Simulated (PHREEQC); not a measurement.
0.025 g of hydrous ferric oxide (600 m²/g; 0.2 weak and 0.005 strong sites per Fe, Dzombak-Morel constants, diffuse double layer) in 1 kg of water with 0.3 mol/kgw of an inert sodium salt and 1.4e-07 mol MnCl2, at 25 °C; the pH is set by adding NaOH or the inert anion's acid. The system is closed to oxygen. The system is closed to CO2. No solid was allowed to form.

Base run: PHREEQC, ion-association model, wateq4f.dat. Each further column changes one thing. The table gives Mn sorbed (%).

```csv
pH,base,background salt from 0.3 to 0.03 mol/kgw,oxide from 0.025 to 0.12 g/kgw,6.5e-05 mol/kgw SrCl2 added
4,0.0,0.0,0.0,0.0
4.5,0.0,0.0,0.0,0.0
5,0.0,0.0,0.0,0.0
5.5,0.0,0.0,0.2,0.0
6,0.4,0.4,1.7,0.4
6.5,2.6,3.0,11.5,2.6
7,16.3,20.0,48.4,15.8
7.5,57.7,67.1,87.2,53.4
8,90.7,94.6,98.0,?
8.5,98.6,99.3,?,93.3
9,99.8,?,100.0,97.2
9.5,100.0,100.0,100.0,99.0
10,100.0,100.0,100.0,?
```

Problem. Complete the blanks.

Solution. 
- 8, 6.5e-05 mol/kgw SrCl2 added: 83.4
- 8.5, oxide from 0.025 to 0.12 g/kgw: 99.7
- 9, background salt from 0.3 to 0.03 mol/kgw: 99.9
- 10, 6.5e-05 mol/kgw SrCl2 added: 99.6
